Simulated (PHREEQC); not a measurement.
**Alkaline etch or developer**

Consider water at 25 °C with 0.022 mol NH3, 0.00021 mol Na2SiO3 and 0.00046 mol (CH3)4NCl per kg of water. Closed to the air; pH follows from the charge balance.

All values are PHREEQC results (ion-association model, phreeqc.dat), not measurements.

Each row changes one thing in this solution. Precipitation was switched off in this run.

```
case                                                 pH  ionic strength (mol/kgw)  NH4+ (mol/kgw)  H3SiO4- (mol/kgw)  H4SiO4 (mol/kgw)  SI of Quartz (SiO2)
------------------------------------------------  -----  ------------------------  --------------  -----------------  ----------------  -------------------
as made                                           10.86                   0.00142        0.000541           0.000192           1.72e-5                -0.78
Na2SiO3 from 0.00021 to 0.000315 mol/kgw          10.90                   0.00159        0.000500           0.000289           2.37e-5                -0.64
diluted 5-fold with water                         10.47                  0.000430        0.000254            3.42e-5           7.73e-6                -1.13
Na2SiO3 replaced by Na2SiF6 at the same molality      …                   0.00220         0.00132           0.000171           3.81e-5                -0.44
NH3 replaced by NH4Br at the same molality         7.60                    0.0225          0.0216            1.43e-6          0.000209                +0.30
(CH3)4NCl left out                                10.86                         …        0.000536           0.000192           1.72e-5                -0.78
```

Problem. What belongs in the gaps?

Solution. 
- Na2SiO3 replaced by Na2SiF6 at the same molality, pH: 10.46
- (CH3)4NCl left out, ionic strength (mol/kgw): 0.000957

Some of these states are supersaturated (in Quartz (slow to form), for instance). (CH3)4N+ isn't in the database: it is added as a free cation with an ion size of 4 Å. SiF6-2 is the database's only silicon fluoride.
